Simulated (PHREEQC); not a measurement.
Dissolve 0.0087 mol/kgw KHSO4 at 20 °C. Closed to the air; pH follows from the charge balance.

Computed with PHREEQC (ion-association model, phreeqc.dat).

No solid was allowed to form.

**Question.** Order these S species by the share of S that they hold, largest first: SO4-2, KSO4-, HSO4-.

**Answer.** SO4-2 (73 %), HSO4- (25 %), KSO4- (2.3 %)

The pH is 2.23 and the ionic strength 0.0214 mol/kgw.
